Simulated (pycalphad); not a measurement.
## Effect of Hf content in Ti-Hf-B

All values are pycalphad results on the COST 507 light-alloy database (1999) (1 atm), not direct measurements. These are 1990s assessments: newer ones move some temperatures and phases. Phase fractions are per mole of atoms.

```csv
alloy,liquidus (K),first solid,solidus (K),phases at 1050 K
Ti-0.06Hf-3.11B (at.%),1877,BCC_A2,1814,"HCP_A3 0.94, BM 0.06"
Ti-0.17Hf-3.11B (at.%),1877,BCC_A2,1814,"HCP_A3 0.94, BM 0.06"
Ti-0.23Hf-3.11B (at.%),1876,BCC_A2,1814,"HCP_A3 0.94, BM 0.06"
Ti-0.34Hf-3.11B (at.%),1876,BCC_A2,1814,"HCP_A3 0.94, BM 0.06"
Ti-0.69Hf-3.11B (at.%),1876,BCC_A2,1814,"HCP_A3 0.94, BM 0.06"
Ti-0.92Hf-3.11B (at.%),1875,BCC_A2,1814,"HCP_A3 0.94, BM 0.06"
```

Database names, with the compositions (at.%) that they take in these runs: BM: Ti 50 B 50. BCC_A2 is bcc; HCP_A3 is hcp.
